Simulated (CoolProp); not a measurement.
Saturation properties of R142b (Tc = 137.1 °C, pc = 40.55 bar, ω = 0.232).

Model: reference Helmholtz-energy equation of state, Lemmon 2006, in CoolProp. It is a short technical equation, of lower accuracy than the large ones.

```tsv
T (°C)	p (bar)	vapour Z	surface tension (mN/m)	liquid viscosity (µPa s)	liquid conductivity (mW/(m K))
-79.75	0.01617	0.9978	25.8	963	122
-67.85	0.04118	0.9956	24.1	773	117
-55.85	0.09362	0.9922	22.4	635	112
-43.95	0.1914	0.9870	20.7	532	108
-32.05	0.3605	0.9798	19.0	451	103
-20.15	0.6334	0.9701	17.4	387	98.5
-8.25	1.050	0.9577	15.8	335	93.9
3.65	1.655	0.9423	14.2	292	89.4
15.55	2.499	0.9237	12.6	255	85.0
27.45	3.640	0.9016	11.1	224	80.7
39.45	5.149	0.8756	9.63	197	76.4
51.35	7.065	0.8457	8.20	174	72.4
63.25	9.467	0.8115	6.82	153	68.5
75.15	12.43	0.7721	5.49	135	64.8
```

It boils at -9.1 °C under 1 atm.

Viscosity comes from a separate model (Huber 2003), an estimate that may be off by 10 % or more. Thermal conductivity comes from a separate model (Huber 2003), an estimate that may be off by 10 % or more. Surface tension comes from a separate correlation (Mulero 2012).
